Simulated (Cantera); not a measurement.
Cantera run, input and output.

```python
import numpy as np
import cantera as ct

gas = ct.Solution("gri30.yaml")
gas.TPX = 675, 190000, {'CO': 1, 'H2': 0.3, 'CH4': 0.28, 'O2': 1.1, 'N2': 4.14}
flame = ct.FreeFlame(gas, width=0.026)
flame.set_refine_criteria(ratio=3, slope=0.08, curve=0.16)
flame.transport_model = "mixture-averaged"
flame.solve(loglevel=0, auto=True)
flame.transport_model = "multicomponent"
flame.soret_enabled = False
flame.solve(loglevel=0, refine_grid=True)
z, T = flame.grid, flame.T
thick = (T[-1] - T[0]) / np.gradient(T, z).max()
show = ['CO', 'H2', 'CH4', 'CH2', 'HCN', 'NO']
print(f"laminar burning velocity  {flame.velocity[0] * 100:.3f} cm/s")
print(f"burnt temperature         {T[-1]:.1f} K")
print(f"thermal thickness         {thick * 1e3:.4f} mm")
print(f"grid points               {len(z)}")
z0 = z[flame.heat_release_rate.argmax()]
print(f"{'z/mm':>9s}{'T/K':>9s}{'u/(m/s)':>9s}" + "".join(f"{s:>11s}" for s in show))
rows = []
for k in (-3, -2, -1.5, -1, -0.5, -0.25, 0, 0.25, 0.5, 1, 2, 4, 8):
    zz = z0 + k * thick
    rows.append([k * thick, np.interp(zz, z, T), np.interp(zz, z, flame.velocity),
                 *(np.interp(zz, z, flame.X[gas.species_index(s)]) for s in show)])
    print(f"{rows[-1][0] * 1e3:9.3f}{rows[-1][1]:9.1f}{rows[-1][2]:9.3f}" + "".join(f"{x:11.3e}" for x in rows[-1][3:]))
```

Output:

```
laminar burning velocity  262.114 cm/s
burnt temperature         2527.3 K
thermal thickness         0.1681 mm
grid points               155
     z/mm      T/K  u/(m/s)         CO         H2        CH4        CH2        HCN         NO
   -0.504    675.0    2.621  1.466e-01  4.392e-02  4.106e-02 -6.522e-19  7.671e-15  2.567e-13
   -0.336    675.0    2.621  1.467e-01  4.367e-02  4.107e-02  3.150e-18  3.054e-13  7.400e-12
   -0.252    675.4    2.621  1.467e-01  4.316e-02  4.108e-02  2.774e-15  4.275e-12  8.009e-11
   -0.168    680.4    2.637  1.469e-01  4.162e-02  4.104e-02  1.922e-11  1.177e-10  1.542e-09
   -0.084    810.5    3.134  1.466e-01  3.659e-02  3.800e-02  1.832e-07  1.112e-08  9.147e-08
   -0.042   1134.1    4.390  1.468e-01  3.183e-02  2.712e-02  3.163e-06  8.890e-08  5.741e-07
    0.000   1568.7    6.080  1.455e-01  2.474e-02  7.838e-03  2.014e-05  3.776e-07  2.313e-06
    0.042   1789.3    6.899  1.296e-01  1.639e-02  5.690e-04  4.855e-06  4.004e-07  5.847e-06
    0.084   1880.6    7.190  1.104e-01  1.332e-02  1.948e-05  2.451e-07  1.487e-07  1.012e-05
    0.168   1991.9    7.523  8.931e-02  1.337e-02  2.625e-08  5.366e-10  1.275e-08  1.851e-05
    0.336   2115.7    7.910  7.778e-02  1.305e-02  8.715e-13  3.723e-14  1.886e-10  3.283e-05
    0.672   2241.4    8.309  7.142e-02  1.138e-02  2.701e-15  4.044e-15  2.995e-11  5.707e-05
    1.345   2354.8    8.658  6.434e-02  9.501e-03  8.579e-16  2.585e-15  4.730e-11  1.031e-04
```

Detailed kinetics in Cantera: GRI-Mech 3.0 (53 species, 325 reactions). Burning velocities carry a grid error of a few per cent, more on coarse grids.
